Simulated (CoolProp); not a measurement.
Vapour-liquid equilibrium of carbon dioxide (1) + dimethyl ether (2) at 0.532 MPa; x and y are mole fractions of (1).

Model: multi-fluid Helmholtz-energy mixture model, Span 1996 and Wu 2011; pair parameters Bell 2016, in CoolProp.

Question: Give the bubble temperature and the first vapour's composition at x = 0.275, 0.5, 0.575. Is there an azeotrope?

Answer: x = 0.275: 255.5 K, y = 0.797; x = 0.5: 237.7 K, y = 0.938; x = 0.575: 233.3 K, y = 0.958. No azeotrope shows between x = 0.05 and 0.95.

Pair parameters are fitted to limited data, so mixtures are less certain than the pure fluids.
